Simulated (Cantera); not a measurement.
An isothermal, constant-pressure homogeneous reactor starts with 23.6 % H2, 13.9 % O2, 62.5 % N2, equivalence ratio 0.85, at 1000 K and 0.133 bar.

Cantera simulation using GRI-Mech 3.0 (53 species, 325 reactions); the numbers are that mechanism's predictions, not measurements. Radical loss at walls, strong at low pressure, is not modelled. The temperature is held fixed by assumption; the heat of reaction is taken as removed at once.

x: mole fraction; the columns are a selection and need not sum to one.

| t (s) | x H2 | x O2 | x H | x N2O | x H2O | x NO2 |
|---|---|---|---|---|---|---|
| 2.00e-5 | 0.236 | 0.139 | 6.56e-11 | <1e-12 | 7.61e-12 | <1e-12 |
| 0.000103 | 0.236 | 0.139 | 6.65e-10 | <1e-12 | 4.60e-10 | <1e-12 |
| 0.000528 | 0.236 | 0.139 | 6.22e-7 | <1e-12 | 7.68e-7 | <1e-12 |
| 0.00271 | 0.0103 | 0.0298 | 0.00820 | 7.24e-9 | 0.250 | 1.21e-10 |
| 0.0139 | ? | 0.0239 | ? | ? | 0.267 | ? |
| 0.0717 | 3.42e-5 | 0.0236 | 4.39e-7 | 1.26e-8 | 0.268 | 6.67e-8 |
| 0.368 | 9.95e-7 | 0.0236 | 4.67e-9 | 1.29e-8 | 0.268 | 8.18e-8 |
| 1.89 | ? | 0.0236 | 1.16e-10 | 1.30e-8 | 0.268 | ? |
| 9.73 | 5.91e-9 | 0.0236 | 7.69e-12 | 1.30e-8 | 0.268 | 1.01e-8 |
| 50.0 | 1.15e-9 | 0.0236 | <1e-12 | 1.25e-8 | 0.268 | 6.88e-9 |

Fill in the missing entries.


- 0.0139, x H2: 0.000545
- 0.0139, x H: 3.28e-5
- 0.0139, x N2O: 1.15e-8
- 0.0139, x NO2: 7.83e-9
- 1.89, x H2: 4.17e-8
- 1.89, x NO2: 2.90e-8
